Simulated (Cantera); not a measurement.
# Ignition delay

Mixture: CH₄ : CO : O₂ : N₂ = 1 : 0.076 : 4.9 : 14.5 (molar parts), at 5.00 bar, adiabatic and at constant volume. Ignition delay is the time to a rise of 400 K.

Computed with Cantera and GRI-Mech 3.0 (53 species, 325 reactions).

| T0 (K) | delay (ms) |
|---|---|
| 1125 | 15.5 |
| 1225 | 3.90 |
| 1325 | 1.16 |
| 1425 | 0.397 |
| 1525 | 0.156 |
| 1625 | 0.0694 |
| 1725 | 0.0344 |
| 1825 | 0.0186 |
| 1925 | 0.0109 |

```json
{
  "apparent activation energy between 1725 and 1925 K": "160 kJ/mol"
}
```
